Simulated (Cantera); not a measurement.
A closed system holds: 1 mol SiHCl3, 42 mol NH3, 79 mol N2, held at 3.70 mbar.

Method: chemical equilibrium by Gibbs-energy minimisation in Cantera with the NASA 1993 tables (ideal gas, pure condensed phases). Candidate condensed phases: NH4Cl, Si, Si3N4; 28 gas species. Gases not in the tables: Si2H6 and higher silanes. Rates play no part.

Question: Which condensed phases are stable at each of these points (T (K)): 700, 900, 1100, 1300, 1500, 1700, 1900, 2100?

Answer: 
| T (K) | condensed phases | Si condensed (%) |
|---|---|---|
| 700 | Si3N4(s) | 100.0 |
| 900 | Si3N4(s) | 100.0 |
| 1100 | Si3N4(s) | 100.0 |
| 1300 | Si3N4(s) | 99.9 |
| 1500 | Si3N4(s) | 96.6 |
| 1700 | Si3N4(s) | 69.5 |
| 1900 | Si(l) | 6.9 |
| 2100 | gas only | 0.0 |

From 700 K to 1700 K the condensed part is Si3N4(s). At 1900 K the condensed part is Si(l). At 2100 K nothing is condensed.
